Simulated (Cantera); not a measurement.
A closed system holds: 1 mol SiHCl3, 0.015 mol Cl2, 100 mol H2, equilibrated at 1450 °C and 54.8 Torr.

Equilibrium computed with Cantera from the NASA thermochemical tables; the gas is ideal and each condensed phase is pure. Candidate condensed phases: Si; 19 gas species. The tables' values for SiCl, SiCl3 are old estimates; treat these amounts as uncertain. Gases not in the tables: Si2H6 and higher silanes. The numbers say what is thermodynamically allowed, not how fast it happens.

What is the equilibrium state?


```
Item           Result
----------  ---------
x(H2)           0.972
x(HCl)         0.0251
x(SiCl2)      0.00225
x(H)         0.000665
x(SiH2)       1.65e-5
x(Si)         1.35e-5
x(Cl)         1.33e-5
x(SiCl)       1.29e-5
x(SiCl3)      1.11e-5
n(Si(l))    0.764 mol
gas amount  102.1 mol
```
